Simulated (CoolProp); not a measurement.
Vapour-liquid equilibrium of ethanol (1) + toluene (2) at 458.6 K; x and y are mole fractions of (1).

Values from CoolProp's multi-fluid Helmholtz-energy mixture model, Schroeder 2014 and Lemmon 2006; pair parameters Bell 2016.

```csv
x,bubble pressure (kPa),y at the bubble point,dew pressure at overall composition x (kPa),liquid density (mol/L)
0.05,805.1,0.282,605.9,7.651
0.15,1153,0.507,679.5,7.887
0.25,1389,0.604,771.1,8.154
0.35,1557,0.663,888.2,8.465
0.45,1689,0.707,1042,8.832
0.55,1802,0.748,1249,9.274
0.65,1908,0.791,1520,9.809
0.75,2007,0.839,1808,10.46
0.85,2101,0.896,2027,11.25
0.95,2185,0.963,2171,12.19
```

No azeotrope shows between x = 0.05 and 0.95.

The pair parameters rest on a limited set of measurements; away from them the model extrapolates.
